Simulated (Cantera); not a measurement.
A diamond (100) surface in a fixed gas of H2 with x(CH4) = 0.0077, x(H) = 0.00049, x(CH3) = 0.001, 0.0543 atm; coverages are run to steady state.

Model: the Harris–Goodwin 1993 mechanism for the reconstructed diamond (100) surface, integrated in Cantera.

θ: site fractions in the mechanism's names (c6HH fully hydrogenated, c6H* and c6*H radical sites, c6** diradical, c6HM methylated).

```json
[
 {"T (K)": "950", "growth (µm/h)": "?", "θ c6HH": "0.274", "θ c6H*": "0.00569", "θ c6*H": "0.135", "θ c6**": "0.00169", "θ c6HM": "0.448"},
 {"T (K)": "1025", "growth (µm/h)": "?", "θ c6HH": "0.347", "θ c6H*": "0.0116", "θ c6*H": "0.221", "θ c6**": "0.00386", "θ c6HM": "0.296"},
 {"T (K)": "1100", "growth (µm/h)": "?", "θ c6HH": "0.445", "θ c6H*": "0.0221", "θ c6*H": "0.350", "θ c6**": "0.00797", "θ c6HM": "0.112"},
 {"T (K)": "1175", "growth (µm/h)": "?", "θ c6HH": "0.476", "θ c6H*": "0.0319", "θ c6*H": "0.430", "θ c6**": "0.0120", "θ c6HM": "0.0251"},
 {"T (K)": "1250", "growth (µm/h)": "?", "θ c6HH": "0.470", "θ c6H*": "0.0392", "θ c6*H": "0.457", "θ c6**": "0.0149", "θ c6HM": "0.00503"},
 {"T (K)": "1325", "growth (µm/h)": "?", "θ c6HH": "0.466", "θ c6H*": "0.0450", "θ c6*H": "0.461", "θ c6**": "0.0172", "θ c6HM": "0.00104"},
 {"T (K)": "1400", "growth (µm/h)": "?", "θ c6HH": "0.472", "θ c6H*": "0.0497", "θ c6*H": "0.455", "θ c6**": "0.0188", "θ c6HM": "0.000234"}
]
```

Q: Fill in the missing entries.

A: 
- 950, growth (µm/h): 7.40
- 1025, growth (µm/h): 9.62
- 1100, growth (µm/h): 6.99
- 1175, growth (µm/h): 3.78
- 1250, growth (µm/h): 2.83
- 1325, growth (µm/h): 2.31
- 1400, growth (µm/h): 1.16
